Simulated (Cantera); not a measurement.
What does this Cantera script print?

```python
import numpy as np
import cantera as ct

gas = ct.Solution("gri30.yaml")
gas.TPX = 1200, 47, {'C2H6': 1, 'N2': 0.55}
reactor = ct.IdealGasConstPressureReactor(gas, energy="off", clone=False)
net = ct.ReactorNet([reactor])
net.rtol, net.atol = 1e-08, 1e-18
show = ['C2H6', 'CH3', 'C2H', 'CH4', 'CH2', 'H2']
times = np.geomspace(0.0003, 1, 10)

steps = ct.SolutionArray(gas, extra=["t"])
rows = []
print(f"{'t/s':>10s}{'T/K':>9s}{'P/Pa':>11s}" + "".join(f"{s:>11s}" for s in show))
for t in times:
    while net.time < t:
        t_next = net.step()
        steps.append(gas.state, t=t_next)
    rows.append([np.interp(t, steps.t, y) for y in (steps.T, steps.P, *steps(*show).X.T)])
    print(f"{t:10.3e}{rows[-1][0]:9.1f}{rows[-1][1]:11.4g}" + "".join(f"{x:11.3e}" for x in rows[-1][2:]))
rate = np.gradient(steps.T, steps.t)
print("integrator steps:", len(steps.t))
if steps.T.max() > steps.T[0] + 200:
    print(f"time of steepest temperature rise: {steps.t[rate.argmax()]:.4e} s")
gas.TPX = 1200, 47, {'C2H6': 1, 'N2': 0.55}
gas.equilibrate("TP")
print(f"equilibrium (TP): T = {gas.T:.1f} K  " + "  ".join(f"{s} {gas[s].X[0]:.3e}" for s in show))
```

It prints:

```
       t/s      T/K       P/Pa       C2H6        CH3        C2H        CH4        CH2         H2
 3.000e-04   1200.0         47  6.452e-01  7.997e-06  1.162e-29  6.394e-08  1.059e-13  9.138e-10
 7.388e-04   1200.0         47  6.451e-01  1.947e-05  7.282e-27  3.849e-07  1.536e-12  1.401e-08
 1.820e-03   1200.0         47  6.451e-01  4.660e-05  5.168e-24  2.291e-06  2.105e-11  2.361e-07
 4.481e-03   1200.0         47  6.450e-01  1.071e-04  5.056e-21  1.327e-05  2.520e-10  3.670e-06
 1.104e-02   1200.0         47  6.448e-01  2.242e-04  8.093e-18  7.214e-05  2.197e-09  5.190e-05
 2.718e-02   1200.0         47  6.432e-01  4.037e-04  1.107e-14  3.479e-04  1.066e-08  6.206e-04
 6.694e-02   1200.0         47  6.335e-01  8.261e-04  1.856e-12  1.614e-03  4.087e-08  5.068e-03
 1.649e-01   1200.0         47  5.892e-01  1.924e-03  2.634e-11  8.850e-03  1.368e-07  2.550e-02
 4.060e-01   1200.0         47  4.561e-01  2.687e-03  1.521e-10  3.880e-02  2.081e-07  8.266e-02
 1.000e+00   1200.0         47  2.401e-01  2.168e-03  4.715e-10  1.024e-01  1.619e-07  1.680e-01
integrator steps: 686
equilibrium (TP): T = 1200.0 K  C2H6 3.130e-08  CH3 1.113e-06  C2H 5.541e-10  CH4 4.763e-03  CH2 6.856e-12  H2 5.586e-01
```

Computed with Cantera and GRI-Mech 3.0 (53 species, 325 reactions). GRI-Mech 3.0 stops at C3 and has no aromatics, soot or wall deposition, so with more carbon than oxygen in the feed, carbon stays in small species such as C2H2 where larger ones or solid carbon would form. Radical loss at walls, strong at low pressure, is not modelled.
